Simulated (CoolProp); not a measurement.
R124 at several states: density (kg/m³) from the reference equation and from simpler models built on Tc = 395.4 K, pc = 3.624 MPa, ω = 0.288; each cubic takes its own stable root.

The numbers come from the reference Helmholtz-energy equation of state, de Vries 1995 in CoolProp.

| T (K) | p (MPa) | phase | reference | van der Waals | Redlich-Kwong | Soave-Redlich-Kwong | Peng-Robinson |
|---|---|---|---|---|---|---|---|
| 422.8 | 0.0763 | gas | 2.979 | 2.978 | 2.980 | 2.979 | 2.981 |
| 340.5 | 1.61 | liquid | 1194 | 102.1 | 986.7 | 1050 | 1190 |
| 237 | 3.51 | liquid | 1552 | 946.8 | 1381 | 1425 | 1606 |

At some of these states van der Waals gives the other phase, because its saturation line lies elsewhere.
